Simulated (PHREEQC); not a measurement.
# Nickel, zinc or cadmium bath (model solution)

Consider water at 25 °C with 7.3 mmol/kgw ZnSO4, 0.22 mmol/kgw H3BO3 and 0.12 mmol/kgw HCl. Closed to the air; pH follows from the charge balance.

Model: ion-association model, wateq4f.dat, run in PHREEQC.

No solid was allowed to form.

Task: Estimate the pH, ionic strength.

Result: pH 4.08; ionic strength 0.0207 mol/kgw.

Task: In which forms is S present?

Result: SO4-2 69 %, ZnSO4 28 %, Zn(SO4)2-2 2.4 % of the S.
